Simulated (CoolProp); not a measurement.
Properties of isopentane along the isobar 1.66 MPa (Tc = 460.3 K, pc = 3.378 MPa, ω = 0.227).

Values from CoolProp's reference Helmholtz-energy equation of state, Lemmon 2006. It is a short technical equation, of lower accuracy than the large ones.

```
T (K)   phase  density (kg/m³)  Joule-Thomson coefficient (K/MPa)
-----  ------  ---------------  ---------------------------------
227.2  liquid            683.9                            -0.5260
243.2  liquid       (withheld)                         (withheld)
259.1  liquid       (withheld)                            -0.4638
275.1  liquid            639.7                            -0.4280
291    liquid            624.3                            -0.3884
307    liquid            608.2                            -0.3433
322.9  liquid            591.6                            -0.2911
338.9  liquid       (withheld)                         (withheld)
```

### Question
Fill in the missing entries.

### Answer

- 243.2, density (kg/m³): 669.4
- 243.2, Joule-Thomson coefficient (K/MPa): -0.4962
- 259.1, density (kg/m³): 654.8
- 338.9, density (kg/m³): 573.9
- 338.9, Joule-Thomson coefficient (K/MPa): -0.2281
